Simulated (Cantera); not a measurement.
A Cantera script and its output.

```python
import numpy as np
import cantera as ct

gas = ct.Solution("gri30.yaml")
gas.TPX = 525, 32000, {'CO': 1, 'H2': 1.1, 'O2': 1.57, 'N2': 7.05}
flame = ct.FreeFlame(gas, width=0.089)
flame.set_refine_criteria(ratio=3, slope=0.08, curve=0.16)
flame.transport_model = "mixture-averaged"
flame.solve(loglevel=0, auto=True)
z, T = flame.grid, flame.T
thick = (T[-1] - T[0]) / np.gradient(T, z).max()
show = ['CO', 'H2', 'O2', 'OH', 'H2O2', 'O']
print(f"laminar burning velocity  {flame.velocity[0] * 100:.3f} cm/s")
print(f"burnt temperature         {T[-1]:.1f} K")
print(f"thermal thickness         {thick * 1e3:.4f} mm")
print(f"grid points               {len(z)}")
z0 = z[flame.heat_release_rate.argmax()]
print(f"{'z/mm':>9s}{'T/K':>9s}{'u/(m/s)':>9s}" + "".join(f"{s:>11s}" for s in show))
rows = []
for k in (-3, -2, -1.5, -1, -0.5, -0.25, 0, 0.25, 0.5, 1, 2, 4, 8):
    zz = z0 + k * thick
    rows.append([k * thick, np.interp(zz, z, T), np.interp(zz, z, flame.velocity),
                 *(np.interp(zz, z, flame.X[gas.species_index(s)]) for s in show)])
    print(f"{rows[-1][0] * 1e3:9.3f}{rows[-1][1]:9.1f}{rows[-1][2]:9.3f}" + "".join(f"{x:11.3e}" for x in rows[-1][3:]))
```

It prints:

```
laminar burning velocity  181.020 cm/s
burnt temperature         2029.2 K
thermal thickness         2.5036 mm
grid points               122
     z/mm      T/K  u/(m/s)         CO         H2         O2         OH       H2O2          O
   -7.511    525.0    1.810  9.328e-02  1.026e-01  1.465e-01  1.130e-17  1.216e-14  1.005e-15
   -5.007    525.0    1.810  9.328e-02  1.026e-01  1.465e-01  3.566e-15  1.381e-12  3.181e-13
   -3.755    525.0    1.810  9.329e-02  1.026e-01  1.465e-01  1.806e-13  4.754e-11  1.612e-11
   -2.504    525.0    1.810  9.333e-02  1.022e-01  1.465e-01  2.712e-11  6.190e-09  2.188e-09
   -1.252    536.0    1.837  9.374e-02  9.624e-02  1.471e-01  7.088e-06  5.196e-06  2.110e-06
   -0.626    699.3    2.358  9.133e-02  7.566e-02  1.429e-01  2.813e-04  9.492e-06  1.216e-04
    0.000   1058.1    3.503  7.832e-02  3.414e-02  1.168e-01  1.405e-03  1.832e-06  3.431e-03
    0.626   1324.8    4.335  5.478e-02  9.828e-03  8.426e-02  3.758e-03  1.341e-06  9.740e-03
    1.252   1468.2    4.758  3.726e-02  6.967e-03  7.200e-02  5.280e-03  8.036e-07  1.124e-02
    2.504   1615.3    5.177  2.303e-02  6.649e-03  6.451e-02  6.748e-03  4.105e-07  1.010e-02
    5.007   1744.6    5.544  1.729e-02  5.289e-03  6.100e-02  7.238e-03  2.078e-07  7.360e-03
   10.014   1849.8    5.836  1.294e-02  3.560e-03  5.867e-02  6.743e-03  1.132e-07  4.603e-03
   20.028   1928.4    6.050  8.442e-03  2.126e-03  5.672e-02  5.656e-03  6.735e-08  2.591e-03
```

Cantera simulation using GRI-Mech 3.0 (53 species, 325 reactions); the numbers are that mechanism's predictions, not measurements. Burning velocities carry a grid error of a few per cent, more on coarse grids.
